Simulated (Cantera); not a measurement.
Feed: 1 mol SiHCl₃, 0.63 mol NH₃, 3.7 mol H₂, at 1477 °C and 2.18 Torr.

Cantera equilibrium calculation (NASA polynomials, part measured and part estimated; ideal gas, pure solids and liquids). Candidate condensed phases: NH₄Cl, Si, Si₃N₄; 28 gas species. The tables' values for SiCl₃, SiCl are old estimates; treat these amounts as uncertain. Gases not in the tables: Si₂H₆ and higher silanes. Equilibrium is a limit: real reactors are often held back by kinetics, nucleation or transport.

Base state: H₂ 0.655, HCl 0.161, SiCl₂ 0.132, N₂ 0.0451, H 0.00350, SiCl₃ 0.000899, Cl 0.000665, SiCl 0.000653 (mole fractions); condensed: Si(l).

Q: What changes in the equilibrium state with this change: H₂ from 3.7 to 69 mol?

A: 
| species | before | after |
|---|---|---|
| H₂ | 0.655 | 0.953 |
| HCl | 0.161 | 0.0334 |
| N₂ | 0.0451 | 0.00435 |
| SiCl₂ | 0.132 | 0.00389 |
| SiCl₄ | 1.09e-5 | 9.38e-9 |
| SiCl₃ | 0.000899 | 4.53e-6 |
| SiCl | 0.000653 | 0.000112 |
| Cl | 0.000665 | 0.000114 |
| SiH₂ | 1.36e-5 | 1.99e-5 |
| Si(l), mol | 0.0624 | 0.668 |
The tables' values for SiCl are old estimates; treat these amounts as uncertain.
